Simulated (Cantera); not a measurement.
Input: 1 mol Si, 3.1 mol HCl, 10 mol H2, held at 20000 Pa.

Cantera equilibrium calculation (NASA polynomials, part measured and part estimated; ideal gas, pure solids and liquids). Candidate condensed phases: Si; 19 gas species. Equilibrium is a limit: real reactors are often held back by kinetics, nucleation or transport.

**Question.** What share of the Si ends up in condensed phases as a function of T (K), at 648, 748, 848, 948, 1048, 1148, 1248, 1348, 1448, 1548?

**Answer.** 
| T (K) | Si condensed (%) | as |
|---|---|---|
| 648 | 14.7 | Si(s) |
| 748 | 15.2 | Si(s) |
| 848 | 16.1 | Si(s) |
| 948 | 18.0 | Si(s) |
| 1048 | 21.4 | Si(s) |
| 1148 | 25.7 | Si(s) |
| 1248 | 28.9 | Si(s) |
| 1348 | 29.0 | Si(s) |
| 1448 | 26.5 | Si(s) |
| 1548 | 24.0 | Si(s) |
